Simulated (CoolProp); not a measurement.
Vapour-liquid equilibrium of n-octane (1) + m-xylene (2) at 1.02 MPa; x and y are mole fractions of (1).

Model: multi-fluid Helmholtz-energy mixture model, Beckmüller 2019 and Zhou 2012; pair parameters Bell 2016, in CoolProp.

| x | bubble temperature, mixture model (K) | bubble temperature, Raoult's law (K) | y, mixture model | y, Raoult's law |
|---|---|---|---|---|
| 0.05 | 524.1 | 524.3 | 0.062 | 0.064 |
| 0.125 | 522.5 | 522.9 | 0.152 | 0.157 |
| 0.2 | 521.0 | 521.5 | 0.238 | 0.246 |
| 0.275 | 519.5 | 520.2 | 0.319 | 0.331 |
| 0.35 | 518.1 | 518.9 | 0.398 | 0.413 |
| 0.425 | 516.8 | 517.6 | 0.474 | 0.492 |
| 0.5 | 515.5 | 516.3 | 0.547 | 0.567 |
| 0.575 | 514.3 | 515.1 | 0.619 | 0.639 |
| 0.65 | 513.2 | 513.8 | 0.688 | 0.709 |
| 0.725 | 512.1 | 512.6 | 0.757 | 0.776 |
| 0.8 | 511.0 | 511.5 | 0.824 | 0.840 |
| 0.875 | 510.0 | 510.3 | 0.891 | 0.902 |
| 0.95 | 509.1 | 509.2 | 0.956 | 0.961 |

The largest gap from Raoult's law is -0.8 K in bubble temperature, at x = 0.425. No azeotrope shows between x = 0.05 and 0.95.

The pair parameters rest on a limited set of measurements; away from them the model extrapolates.
